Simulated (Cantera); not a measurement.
Mixture: CH4 : O2 : N2 = 1 : 3.45 : 13 (molar parts), equivalence ratio 0.58, at 19.0 bar, adiabatic and at constant volume. Ignition delay is the time to a rise of 400 K.

Detailed kinetics in Cantera: GRI-Mech 3.0 (53 species, 325 reactions). The pressure lies above the range GRI-Mech 3.0 was tuned for (to about 10 atm).

What does this change do: 0.024 parts C2H6 added?


```csv
quantity,before,after
delay at 1225 K,1.36 ms,0.917 ms
delay at 1425 K,0.164 ms,0.116 ms
delay at 1625 K,29.3 µs,20.6 µs
delay at 1825 K,7.17 µs,5.10 µs
delay at 2025 K,2.33 µs,1.77 µs
apparent activation energy between 1825 and 2025 K,170 kJ/mol,160 kJ/mol
```

What does this change do: 0.24 parts C2H6 added?


```csv
quantity,before,after
delay at 1225 K,1.36 ms,0.359 ms
delay at 1425 K,0.164 ms,35.3 µs
delay at 1625 K,29.3 µs,7.30 µs
delay at 1825 K,7.17 µs,2.20 µs
delay at 2025 K,2.33 µs,0.866 µs
apparent activation energy between 1825 and 2025 K,170 kJ/mol,140 kJ/mol
```
